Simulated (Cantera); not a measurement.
A closed system holds: 1 mol (CH3)2SiCl2, 0.33 mol C2H2, 1600 mol H2, 0.011 mol C3H8, held at 100 Torr.

Cantera equilibrium calculation (NASA polynomials, part measured and part estimated; ideal gas, pure solids and liquids). Candidate condensed phases: C, C6H6, C7H8, C8H18, Si, SiC; 109 gas species. The feed counts by its element totals alone. Rates play no part. All values below are at 1652 °C.

Base state: H2 0.996, H 0.00261, HCl 0.00124, C2H2 (acetylene) 0.000456, CH4 6.90e-5 (mole fractions); condensed: C(graphite) + SiC(s).

Problem. What changes in the equilibrium state with this change: pressure from 100 Torr to 1.00 Torr?

Solution. 
```csv
species,before,after
H2,0.996,0.972
H,0.00261,0.0258
HCl,0.00124,0.00120
Si,5.36e-6,0.000536
CH4,6.90e-5,6.58e-7
SiC2,1.54e-7,1.54e-5
Si2C,1.06e-7,1.06e-5
SiH,1.59e-6,1.57e-5
Cl,2.45e-6,2.41e-5
"C(graphite), mol",0.125,1.14
"SiC(s), mol",0.983,0.0356
```
